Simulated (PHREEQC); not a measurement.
Make-up at 55 °C: 6.9 mmol/kgw HF, 0.037 mmol/kgw (NH4)2SiF6 and 0.055 mmol/kgw H2SO4. Closed to the air; pH follows from the charge balance.

Equilibrium calculation in PHREEQC: ion-association model, wateq4f.dat.

```csv
quantity,before,after
pH,2.83,3.74
ionic strength (mol/kgw),0.00170,0.000312
HF (mol/kgw),0.00539,7.10e-5
F- (mol/kgw),0.00144,0.000151
HF2- (mol/kgw),3.39e-5,4.69e-8
H2F2 (mol/kgw),2.42e-5,4.20e-9
SI of Quartz (SiO2),-1.61,-0.85
```

Problem. What was changed between the two runs?
(A) HF left out
(B) HF from 0.0069 to 0.00069 mol/kgw
(C) HF from 0.0069 to 0.069 mol/kgw
(D) temperature from 55 to 70 °C
(E) H2SO4 left out

Solution. A, HF left out

This is a speciation only: nothing precipitates in the calculation. Constants without temperature data keep their 25 °C values here. SiF6-2 is the database's only silicon fluoride.
